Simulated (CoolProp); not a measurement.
A single-stage vapour-compression cycle with R410A: evaporating at 209.15 K (dew point), condensing at 266.15 K (bubble point), superheat 5 K, subcooling 0 K, compressor efficiency 0.6, no pressure losses. Each further row changes one setting.

Computed with CoolProp (reference Helmholtz-energy equation of state, Lemmon 2003). It is a pseudo-pure fit of the blend.

```csv
case,cooling COP,pressure ratio,discharge temperature (K),refrigerating effect (kJ/kg),volumetric capacity (kJ/m³)
as stated,1.69,12.5,370.9,207,441
evaporating temperature 214.15 K,1.95,9.41,358.6,210,583
condensing temperature 261.15 K,1.91,10.5,359.6,214,456
subcooling 5 K,1.76,12.5,370.9,214,456
superheat 15 K,1.67,12.5,384.7,214,434
compressor efficiency 0.5,1.41,12.5,396.0,207,441
```
